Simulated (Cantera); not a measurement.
# Silicon epitaxy and polysilicon growth: SiCl₄ + H₂

Feed: 1 mol SiCl₄, a varied amount of H₂, held at 1398 K and 1.40 mbar.

Method: chemical equilibrium by Gibbs-energy minimisation in Cantera with the NASA 1993 tables (ideal gas, pure condensed phases). Candidate condensed phases: Si; 19 gas species. The tables' values for SiCl₃ are old estimates; treat these amounts as uncertain. Kinetics and transport are ignored.

| n(H₂) (mol) | x H₂ | x HCl | x SiCl₂ | x SiCl₃ | n Si(s) |
|---|---|---|---|---|---|
| 12 | 0.788 | 0.140 | 0.0691 | 0.00206 | 0 |
| 16 | 0.830 | 0.118 | 0.0498 | 0.00122 | 0.0791 |
| 22 | 0.868 | 0.0985 | 0.0329 | 0.000658 | 0.191 |
| 30 | 0.897 | 0.0809 | 0.0215 | 0.000346 | 0.300 |
| 40 | 0.919 | 0.0664 | 0.0141 | 0.000185 | 0.398 |
| 54 | 0.938 | 0.0533 | 0.00892 | 9.27e-5 | 0.495 |
| 73 | 0.952 | 0.0422 | 0.00550 | 4.49e-5 | 0.583 |
| 99 | 0.964 | 0.0329 | 0.00331 | 2.10e-5 | 0.663 |
| 130 | 0.972 | 0.0261 | 0.00207 | 1.04e-5 | 0.725 |
| 180 | 0.979 | 0.0196 | 0.00116 | 4.35e-6 | 0.788 |
| 240 | 0.984 | 0.0151 | 0.000687 | 1.98e-6 | 0.833 |
| 330 | 0.988 | 0.0113 | 0.000380 | 8.14e-7 | 0.873 |
x: gas mole fraction; n: condensed amount in mol.

At 12 mol H₂ nothing is condensed. From 16 mol H₂ to 330 mol H₂ the condensed part is Si(s). The main Si-bearing gas is SiCl₂ throughout. The share of Si in condensed phases is highest at 330 mol H₂ (87.3 %) and lowest at 12 mol H₂ (0.0 %).
